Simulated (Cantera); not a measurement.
A Cantera script and its output.

```python
import numpy as np
import cantera as ct

gas = ct.Solution("h2o2.yaml")
gas.TPX = 1500, 71000, {'H2': 1, 'O2': 0.217, 'N2': 1.22}
reactor = ct.IdealGasConstPressureReactor(gas, energy="on", clone=False)
net = ct.ReactorNet([reactor])
net.rtol, net.atol = 1e-08, 1e-16
show = ['H2', 'O2', 'H2O2', 'H', 'HO2', 'OH', 'O']
times = np.geomspace(7e-06, 0.5, 16)

steps = ct.SolutionArray(gas, extra=["t"])
rows = []
print(f"{'t/s':>10s}{'T/K':>9s}{'P/Pa':>11s}" + "".join(f"{s:>11s}" for s in show))
for t in times:
    while net.time < t:
        t_next = net.step()
        steps.append(gas.state, t=t_next)
    rows.append([np.interp(t, steps.t, y) for y in (steps.T, steps.P, *steps(*show).X.T)])
    print(f"{t:10.3e}{rows[-1][0]:9.1f}{rows[-1][1]:11.4g}" + "".join(f"{x:11.3e}" for x in rows[-1][2:]))
rate = np.gradient(steps.T, steps.t)
print("integrator steps:", len(steps.t))
if steps.T.max() > steps.T[0] + 200:
    print(f"time of steepest temperature rise: {steps.t[rate.argmax()]:.4e} s")
gas.TPX = 1500, 71000, {'H2': 1, 'O2': 0.217, 'N2': 1.22}
gas.equilibrate("HP")
print(f"equilibrium (HP): T = {gas.T:.1f} K  " + "  ".join(f"{s} {gas[s].X[0]:.3e}" for s in show))
```

Output:

```
       t/s      T/K       P/Pa         H2         O2       H2O2          H        HO2         OH          O
 7.000e-06   1500.0    7.1e+04  4.103e-01  8.904e-02  4.554e-08  1.144e-05  1.289e-06  6.721e-07  7.940e-07
 1.475e-05   1500.6    7.1e+04  4.091e-01  8.857e-02  3.526e-07  7.576e-04  1.134e-05  4.506e-05  5.270e-05
 3.107e-05   1735.4    7.1e+04  1.780e-01  2.315e-03  3.514e-07  1.388e-01  1.037e-06  7.288e-03  4.624e-03
 6.544e-05   2002.2    7.1e+04  1.983e-01  1.226e-03  1.341e-07  1.029e-01  4.878e-07  8.776e-03  3.329e-03
 1.379e-04   2222.8    7.1e+04  2.150e-01  6.936e-04  5.713e-08  7.301e-02  2.894e-07  8.561e-03  2.016e-03
 2.904e-04   2400.2    7.1e+04  2.282e-01  3.391e-04  2.928e-08  4.908e-02  1.772e-07  7.139e-03  1.028e-03
 6.119e-04   2525.1    7.1e+04  2.374e-01  1.527e-04  1.787e-08  3.216e-02  1.045e-07  5.350e-03  4.745e-04
 1.289e-03   2585.3    7.1e+04  2.419e-01  8.611e-05  1.288e-08  2.393e-02  6.704e-08  4.230e-03  2.713e-04
 2.715e-03   2596.7    7.1e+04  2.427e-01  7.547e-05  1.189e-08  2.238e-02  5.994e-08  3.999e-03  2.385e-04
 5.720e-03   2597.0    7.1e+04  2.427e-01  7.520e-05  1.186e-08  2.234e-02  5.975e-08  3.993e-03  2.377e-04
 1.205e-02   2597.0    7.1e+04  2.427e-01  7.520e-05  1.186e-08  2.234e-02  5.975e-08  3.993e-03  2.377e-04
 2.539e-02   2597.0    7.1e+04  2.427e-01  7.520e-05  1.186e-08  2.234e-02  5.975e-08  3.993e-03  2.377e-04
 5.348e-02   2597.0    7.1e+04  2.427e-01  7.520e-05  1.186e-08  2.234e-02  5.975e-08  3.993e-03  2.377e-04
 1.127e-01   2597.0    7.1e+04  2.427e-01  7.520e-05  1.186e-08  2.234e-02  5.975e-08  3.993e-03  2.377e-04
 2.373e-01   2597.0    7.1e+04  2.427e-01  7.520e-05  1.186e-08  2.234e-02  5.975e-08  3.993e-03  2.377e-04
 5.000e-01   2597.0    7.1e+04  2.427e-01  7.520e-05  1.186e-08  2.234e-02  5.975e-08  3.993e-03  2.377e-04
integrator steps: 1296
time of steepest temperature rise: 2.5041e-05 s
equilibrium (HP): T = 2597.0 K  H2 2.427e-01  O2 7.520e-05  H2O2 1.186e-08  H 2.234e-02  HO2 5.975e-08  OH 3.993e-03  O 2.377e-04
```

Model: the H2/O2 subset of GRI-Mech 3.0, which has no nitrogen chemistry, integrated in Cantera.
